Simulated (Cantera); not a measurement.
**Ignition delay**

Mixture: H2 : O2 : N2 = 1 : 1.14 : 4.27 (molar parts), at 1.20 bar, adiabatic and at constant pressure. Ignition delay is the time to a rise of 400 K.

Model: the H2/O2 subset of GRI-Mech 3.0, which has no nitrogen chemistry, integrated in Cantera. Where the delays flatten at high temperature, the 400 K rule measures the pace of heat release, not the induction time.

```json
[
 {"T0 (K)": "1075", "delay (ms)": "0.105"},
 {"T0 (K)": "1125", "delay (ms)": "0.0697"},
 {"T0 (K)": "1175", "delay (ms)": "0.0510"},
 {"T0 (K)": "1225", "delay (ms)": "0.0399"},
 {"T0 (K)": "1275", "delay (ms)": "0.0328"},
 {"T0 (K)": "1325", "delay (ms)": "0.0281"}
]
```
